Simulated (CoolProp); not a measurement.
Model: reference Helmholtz-energy equation of state, Lemmon 2006, in CoolProp. It is a short technical equation, of lower accuracy than the large ones.

Q: Give the vapour pressure (bar), liquid density (kg/m³), vapour density (kg/m³), enthalpy of vaporisation (kJ/kg) of saturated C2F6 (R116) at -56.45, -39.75, -23.05 °C.

A: 
```
T (°C)  p (bar)  liquid density (kg/m³)  vapour density (kg/m³)  enthalpy of vaporisation (kJ/kg)
------  -------  ----------------------  ----------------------  --------------------------------
-56.45     2.84                    1500                    24.0                               107
-39.75     5.45                    1420                    45.5                              97.4
-23.05     9.53                    1320                    81.1                              85.9
```
